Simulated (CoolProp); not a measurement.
Aqueous ethanol as a coolant, 34 % by mass, freezing at -24.0 °C, 1 atm.

The numbers come from the Melinder's fits for secondary coolants in CoolProp.

```tsv
T (°C)	density (kg/m³)	conductivity (W/(m K))	viscosity (mPa s)	Prandtl number
-11.1	965.3	0.373	13.6	146
-6.1	962.7	0.375	9.92	106
-1.1	960.0	0.378	7.43	79.5
3.9	957.1	0.381	5.69	60.9
8.9	954.1	0.384	4.46	47.7
13.8	951.0	0.387	3.58	38.2
18.8	947.8	0.390	2.91	31.0
23.8	944.4	0.392	2.41	25.5
28.8	941.0	0.395	2.02	21.3
33.8	937.5	0.398	1.71	18.0
38.7	934.0	0.400	1.47	15.5
```
